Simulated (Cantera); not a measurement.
**Ignition delay**

Mixture: CH4 : O2 : N2 : CO2 = 1 : 1.54 : 5.78 : 0.011 (molar parts), at 7500 Torr, adiabatic and at constant volume. Ignition delay is the time to a rise of 400 K.

Detailed kinetics in Cantera: GRI-Mech 3.0 (53 species, 325 reactions).

```csv
T0 (K),delay (ms)
1150,9.72
1225,3.77
1300,1.57
1375,0.687
1450,0.317
1525,0.152
1600,0.0765
1675,0.0402
1750,0.0222
1825,0.0129
```

| Property | Result |
|---|---|
| apparent activation energy between 1675 and 1825 K | 190 kJ/mol |
